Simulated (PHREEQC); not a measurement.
**Ultrapure water in contact with air or piping**

Synthetic water in mg/L, 30 °C, pH 6.45, pe 11.3:

```json
[
 {"constituent": "Na", "mg/L": "0.00358"},
 {"constituent": "K", "mg/L": "0.0451"},
 {"constituent": "Ca", "mg/L": "0.00514"},
 {"constituent": "Mg", "mg/L": "0.0399"},
 {"constituent": "Cl", "mg/L": "0.0415"},
 {"constituent": "S(6) as SO4", "mg/L": "0.0614"},
 {"constituent": "Alkalinity as HCO3", "mg/L": "0.155"},
 {"constituent": "Ba", "mg/L": "0.0121"},
 {"constituent": "B", "mg/L": "4.35e-05"},
 {"constituent": "N(5) as NO3", "mg/L": "0.0037"},
 {"constituent": "Si as SiO2", "mg/L": "0.00214"},
 {"constituent": "Pb", "mg/L": "0.000236"}
]
```

Valence states are taken as typed.

All values are PHREEQC results (ion-association model, phreeqc.dat), not measurements.

Each row changes one thing in this solution. Precipitation was switched off in this run.

```json
[
 {"case": "as made", "HCO3- (mol/kgw)": "2.85e-6", "CO2 (mol/kgw)": "2.15e-6", "Pb+2 (mol/kgw)": "1.07e-9", "CO3-2 (mol/kgw)": "4.19e-10", "MgSO4 (mol/kgw)": "2.72e-10", "PbOH+ (mol/kgw)": "5.82e-11", "SI of Quartz (SiO2)": "-3.54"},
 {"case": "all concentrations times 2 at the same typed pH", "HCO3- (mol/kgw)": "5.39e-6", "CO2 (mol/kgw)": "4.06e-6", "Pb+2 (mol/kgw)": "2.12e-9", "CO3-2 (mol/kgw)": "7.94e-10", "MgSO4 (mol/kgw)": "1.08e-9", "PbOH+ (mol/kgw)": "1.15e-10", "SI of Quartz (SiO2)": "-3.24"},
 {"case": "temperature from 30 to 75 °C at the same typed pH", "HCO3- (mol/kgw)": "2.31e-6", "CO2 (mol/kgw)": "1.72e-6", "Pb+2 (mol/kgw)": "1.07e-9", "CO3-2 (mol/kgw)": "4.94e-10", "MgSO4 (mol/kgw)": "7.18e-10", "PbOH+ (mol/kgw)": "5.80e-11", "SI of Quartz (SiO2)": "-4.10"},
 {"case": "Pb from 0.000236 to 0.000708 mg/L", "HCO3- (mol/kgw)": "2.85e-6", "CO2 (mol/kgw)": "2.15e-6", "Pb+2 (mol/kgw)": "3.21e-9", "CO3-2 (mol/kgw)": "4.19e-10", "MgSO4 (mol/kgw)": "2.72e-10", "PbOH+ (mol/kgw)": "1.75e-10", "SI of Quartz (SiO2)": "-3.54"},
 {"case": "Pb from 0.000236 to 0.000472 mg/L", "HCO3- (mol/kgw)": "2.85e-6", "CO2 (mol/kgw)": "2.15e-6", "Pb+2 (mol/kgw)": "2.14e-9", "CO3-2 (mol/kgw)": "4.19e-10", "MgSO4 (mol/kgw)": "2.72e-10", "PbOH+ (mol/kgw)": "1.17e-10", "SI of Quartz (SiO2)": "-3.54"}
]
```

Away from 25 °C the constants follow the database's enthalpies or fits; those with neither stay at their 25 °C values.
